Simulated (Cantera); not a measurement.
Input: 1 mol Cu, 15 mol HF, 42 mol N₂, 3.4 mol F₂, equilibrated at 1023.15 K.

Cantera equilibrium calculation (NASA polynomials, part measured and part estimated; ideal gas, pure solids and liquids). Candidate condensed phases: Cu, CuF₂; 25 gas species. Kinetics and transport are ignored.

**Question.** Which condensed phases are stable at each of these points (P (Pa)): 1, 10, 100, 1000, 10000, 100000?

**Answer.** 
| P (Pa) | condensed phases | Cu condensed (%) |
|---|---|---|
| 1 | gas only | 0.0 |
| 10 | gas only | 0.0 |
| 100 | gas only | 0.0 |
| 1000 | CuF₂(s) | 85.3 |
| 10000 | CuF₂(s) | 98.5 |
| 100000 | CuF₂(s) | 99.9 |

From 1.00 Pa to 100 Pa nothing is condensed. From 1000 Pa to 100000 Pa the condensed part is CuF₂(s).
